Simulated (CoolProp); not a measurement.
Vapour pressure (MPa) of R123: the reference equation beside estimates from Tc = 456.8 K, pc = 3.662 MPa, ω = 0.282. Clausius-Clapeyron is anchored at 377 K with a constant enthalpy of vaporisation of 20.12 kJ/mol.

Values from CoolProp's reference Helmholtz-energy equation of state, Younglove 1994. It is a modified Benedict-Webb-Rubin equation, recast in Helmholtz form.

```
T (K)  reference  Lee-Kesler  Clausius-Clapeyron  van der Waals  Redlich-Kwong  Soave-Redlich-Kwong
-----  ---------  ----------  ------------------  -------------  -------------  -------------------
338.6     0.3333      0.3344              0.4129         0.9766         0.5096               0.3344
346.3     0.4101      0.4118              0.4841          1.089         0.6061               0.4122
354       0.4996      0.5019              0.5636          1.209         0.7147               0.5030
361.7     0.6031      0.6058              0.6519          1.338         0.8363               0.6082
369.3     0.7201      0.7233              0.7481          1.473         0.9695               0.7273
377       0.8552      0.8587              0.8552          1.618          1.119               0.8650
384.7      1.008       1.012              0.9725          1.772          1.283                1.021
392.4      1.181       1.184               1.100          1.935          1.463                1.197
400.1      1.375       1.378               1.239          2.107          1.659                1.395
407.8      1.591       1.594               1.389          2.288          1.872                1.615
415.4      1.829       1.832               1.548          2.475          2.099                1.857
423.1      2.097       2.100               1.721          2.675          2.347                2.128
430.8      2.393       2.397               1.907          2.884          2.614                2.426
```

Absolute difference from the reference over all 13 rows, mean and median: Lee-Kesler 0.3 and 0.3 %, Clausius-Clapeyron 11.8 and 12.7 %, van der Waals 87.4 and 75.8 %, Redlich-Kwong 28.7 and 27.3 %, Soave-Redlich-Kwong 1.1 and 1.3 %.
